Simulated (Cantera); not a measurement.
Input (Python, Cantera) and output of one run.

```python
import numpy as np
import cantera as ct

gas_names = [...]  # 123 gases of nasa_gas.yaml made of C, H, O, Si
cond_names = """
    C(gr) C6H6(L) C7H8(L) C8H18(L),n-octa H2O(s) H2O(L) Si(cr) Si(L) SiC(b) SiO2(Lqz) SiO2(hqz) SiO2(L)
""".split()


# ... load() reads the species with a 1 bar reference pressure and builds the phases ...
atoms = {
    'HMDSO': {'Si': 2, 'C': 6, 'H': 18, 'O': 1},
    'CO2': {'C': 1, 'O': 2},
}
top_T = {'C(gr)': 4500, 'SiC(b)': 3050}  # K; cautious upper limits of use, not melting points


# ... equilibrate(T, P, feed) seeds the gas with the atoms and calls Mixture.equilibrate('TP', solver="vcs", rtol=1e-11, max_steps=5000) ...
results = []
feed = {'HMDSO': 1, 'CO2': 1}  # mol
P = 13332.2  # Pa
for T in [1273, 1298, 1323, 1348, 1373, 1398, 1423, 1448, 1473, 1498, 1523]:
    mix = equilibrate(T, P, feed)
    results.append((T, P, feed, dict(zip(mix.species_names, mix.species_moles))))

top = {s: max(r[3][s] / sum(r[3][g] for g in gas_names) for r in results) for s in gas_names}
cols = sorted((s for s in top if top[s] > 1e-06), key=lambda s: -top[s])[:5]
seen = [c for c in cond_names if any(r[3].get(c, 0) > 1e-12 for r in results)]
print("log10 of partial pressures in bar; condensed amounts in mol")
print(f"{'T/K':>10s}" + "".join(f"{s[:9]:>10s}" for s in cols + seen))
for T, P, feed, n in results:
    ng = sum(n[g] for g in gas_names)
    print(f"{T:10.4g}" + "".join(f"{np.log10(max(n[s] / ng * P / 1e5, 1e-99)):10.3f}" for s in cols)
          + "".join(f"{n.get(c, 0):10.4g}" for c in seen))
```

Result:

```
log10 of partial pressures in bar; condensed amounts in mol
       T/K        H2        CO       CH4       SiO         H     C(gr)    SiC(b) SiO2(hqz)
      1273    -0.877    -3.511    -3.780    -6.707    -6.585     6.457    0.5104      1.49
      1298    -0.877    -3.273    -3.853    -6.406    -6.409     6.436    0.5181     1.482
      1323    -0.878    -3.044    -3.925    -6.117    -6.239       6.4    0.5307     1.469
      1348    -0.880    -2.824    -3.995    -5.840    -6.076     6.339    0.5512     1.449
      1373    -0.883    -2.612    -4.065    -5.572    -5.919     6.242     0.584     1.416
      1398    -0.888    -2.407    -4.136    -5.314    -5.769     6.087    0.6359     1.364
      1423    -0.896    -2.211    -4.211    -5.066    -5.626     5.842    0.7176     1.282
      1448    -0.908    -2.021    -4.292    -4.826    -5.489     5.457    0.8461     1.153
      1473    -0.926    -1.837    -4.383    -4.595    -5.361     4.845      1.05    0.9481
      1498    -0.953    -1.660    -4.492    -4.372    -5.241     3.851     1.381    0.6157
      1523    -0.996    -1.489    -4.631    -4.156    -5.134     2.164     1.943   0.05125
```

Method: chemical equilibrium by Gibbs-energy minimisation in Cantera with the NASA 1993 tables (ideal gas, pure condensed phases). The feed counts by its element totals alone. Mutual solubility and eutectic melting of coexisting phases are not modelled. The tables hold silica as quartz up to 1696 K and as liquid above; real silica turns to tridymite and cristobalite and melts near 1996 K.
